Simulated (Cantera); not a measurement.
An isothermal, constant-pressure homogeneous reactor starts with NO : N2 = 1 : 17 (molar parts), at 1875 K and 82.5 Torr. Integrator tolerance rtol = 1e-08.

Model: GRI-Mech 3.0 (53 species, 325 reactions), integrated in Cantera.

```json
[
 {"quantity": "x(NO) at 80.0 s", "before": "0.0160 (gas-phase equilibrium 0.00211)", "after": "0.00384 (gas-phase equilibrium 0.00384)"},
 {"quantity": "x(O2) at 80.0 s", "before": "0.0197 (gas-phase equilibrium 0.0267)", "after": "0.0255 (gas-phase equilibrium 0.0255)"},
 {"quantity": "x(N2O) at 80.0 s", "before": "1.39e-7 (gas-phase equilibrium 4.42e-8)", "after": "7.90e-8 (gas-phase equilibrium 7.90e-8)"},
 {"quantity": "x(NO2) at 80.0 s", "before": "3.52e-6 (gas-phase equilibrium 5.37e-7)", "after": "6.55e-7 (gas-phase equilibrium 6.55e-7)"},
 {"quantity": "x(N2) at 80.0 s", "before": "0.964 (gas-phase equilibrium 0.971)", "after": "0.970 (gas-phase equilibrium 0.970)"}
]
```

### Question
Name the change that produced these shifts.
A) NO 1 to 0.5 parts
B) temperature 1875 to 2098 K
C) pressure from 82.5 Torr to 10.00 Torr
D) pressure from 82.5 Torr to 1.01 bar

### Answer
B, temperature 1875 to 2098 K
